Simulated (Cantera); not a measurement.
Input: 1 mol Si, 11 mol HBr, 1.1 mol N₂, equilibrated at 1625 K and 1.65 Torr.

Method: chemical equilibrium by Gibbs-energy minimisation in Cantera with the NASA 1993 tables (ideal gas, pure condensed phases). Candidate condensed phases: Br₂, Si, Si₃N₄; 28 gas species. The tables' values for SiBr₃, SiBr are old estimates; treat these amounts as uncertain. The numbers say what is thermodynamically allowed, not how fast it happens.

Base state: HBr 0.550, H₂ 0.148, Br 0.140, N₂ 0.0846, SiBr₂ 0.0751, SiBr₃ 0.00144, H 0.000578, SiBr₄ 0.000349 (mole fractions); condensed: gas only.

Q: What changes in the equilibrium state with this change: temperature from 1625 K to 1225 K?

A: 
| species | before | after |
|---|---|---|
| HBr | 0.550 | 0.650 |
| H₂ | 0.148 | 0.161 |
| N₂ | 0.0846 | 0.0972 |
| Br | 0.140 | 0.00386 |
| SiBr₄ | 0.000349 | 0.0683 |
| SiBr₂ | 0.0751 | 0.0155 |
| SiBr | 6.68e-5 | 2.98e-8 |
| H | 0.000578 | 2.66e-6 |
| SiHBr₃ | 9.27e-6 | 0.000318 |
The tables' values for SiBr₃ are old estimates; treat these amounts as uncertain.
